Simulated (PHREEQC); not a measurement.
0.19 g of hydrous ferric oxide (600 m²/g; 0.2 weak and 0.005 strong sites per Fe, Dzombak-Morel constants, diffuse double layer) in 1 kg of water with 0.01 mol/kgw of an inert sodium salt, at 25 °C; the pH is set by adding NaOH or the inert anion's acid. Oxygen alone is held at its pressure in air (log pO2 = -0.68). CO2 from the air is kept out. Precipitation was switched off in this run.

Base run: PHREEQC, ion-association model, wateq4f.dat. Each further column changes one thing. The table gives surface charge σ (C/m²).

```tsv
pH	base	background salt from 0.01 to 0.001 mol/kgw	oxide from 0.19 to 0.95 g/kgw	0.00026 mol/kgw Ag2SO4 added
3	0.325	___	0.327	0.054
4.33	0.179	___	0.181	0.047
5	0.113	0.051	0.114	0.039
6.33	0.036	0.013	0.036	0.022
7.67	0.006	___	0.006	0.006
9	-0.013	-0.004	-0.013	-0.012
9.67	-0.029	___	-0.029	___
11	-0.099	___	-0.100	___
```

Task: Some entries are withheld; supply them.

Result: 
- 3, background salt from 0.01 to 0.001 mol/kgw: 0.255
- 4.33, background salt from 0.01 to 0.001 mol/kgw: 0.091
- 7.67, background salt from 0.01 to 0.001 mol/kgw: 0.002
- 9.67, background salt from 0.01 to 0.001 mol/kgw: -0.010
- 9.67, 0.00026 mol/kgw Ag2SO4 added: -0.021
- 11, background salt from 0.01 to 0.001 mol/kgw: -0.055
- 11, 0.00026 mol/kgw Ag2SO4 added: -0.030

The oxide is taken as insoluble; below pH 4 it would dissolve. In at least one series the solution becomes supersaturated in solids that the run did not let form, among them Ag2O.
